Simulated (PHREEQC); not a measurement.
Model water analysis in mg/kgw, 20 °C, pH 3.96, pe 9.5:

```tsv
constituent	mg/kgw
Na	340
K	609
Ca	168
Mg	100
Cl	246
S(6) as SO4	1560
Zn	0.283
```

Valence states are taken as typed.

All values are PHREEQC results (ion-association model, phreeqc.dat), not measurements.

```yaml
ionic_strength: 0.0549 mol/kgw
specific_conductance: 3630 µS/cm
density: 1.001 g/cm³
total_alkalinity: -0.196 meq/kg
charge_balance_error: 10.5 %
```

```json
[
 {"species": "K+", "molality": "0.0150", "activity": "0.0121", "log γ": "-0.093"},
 {"species": "Na+", "molality": "0.0144", "activity": "0.0118", "log γ": "-0.086"},
 {"species": "SO4-2", "molality": "0.0125", "activity": "0.00565", "log γ": "-0.345"},
 {"species": "Cl-", "molality": "0.00694", "activity": "0.00562", "log γ": "-0.092"},
 {"species": "Ca+2", "molality": "0.00290", "activity": "0.00135", "log γ": "-0.333"},
 {"species": "Mg+2", "molality": "0.00266", "activity": "0.00127", "log γ": "-0.322"},
 {"species": "MgSO4", "molality": "0.00145", "activity": "0.00147", "log γ": "0.005"},
 {"species": "CaSO4", "molality": "0.00129", "activity": "0.00130", "log γ": "0.005"},
 {"species": "KSO4-", "molality": "0.000536", "activity": "0.000442", "log γ": "-0.084"},
 {"species": "NaSO4-", "molality": "0.000393", "activity": "0.000324", "log γ": "-0.084"},
 {"species": "H+", "molality": "0.000129", "activity": "0.000110", "log γ": "-0.070"},
 {"species": "HSO4-", "molality": "6.63e-5", "activity": "5.42e-5", "log γ": "-0.088"},
 {"species": "Zn+2", "molality": "2.64e-6", "activity": "1.20e-6", "log γ": "-0.342"}
]
```

No solid was allowed to form. Complexes and solids missing from the database can't appear.
